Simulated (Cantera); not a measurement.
A perfectly stirred reactor is fed with 33.3 % CH₄, 66.7 % CO₂, at 1000000 Pa; it is held at 1700 K, and followed from long to short residence time.

Detailed kinetics in Cantera: GRI-Mech 3.0 (53 species, 325 reactions).

Predict: x(CH₄) at τ = 2.00 s; x(CO₂) at τ = 2.00 s; x(C₂H₆) at τ = 2.00 s; x(CH₃) at τ = 2.00 s; x(CH₄) at τ = 50.0 ms; x(CO₂) at τ = 50.0 ms; x(C₂H₆) at τ = 50.0 ms; x(CH₃) at τ = 50.0 ms.


```json
{
  "x(CH₄) at τ = 2.00 s": "0.0162",
  "x(CO₂) at τ = 2.00 s": "0.0952",
  "x(C₂H₆) at τ = 2.00 s": "6.30e-6",
  "x(CH₃) at τ = 2.00 s": "3.16e-5",
  "x(CH₄) at τ = 50.0 ms": "0.0534",
  "x(CO₂) at τ = 50.0 ms": "0.235",
  "x(C₂H₆) at τ = 50.0 ms": "9.17e-5",
  "x(CH₃) at τ = 50.0 ms": "0.000132"
}
```
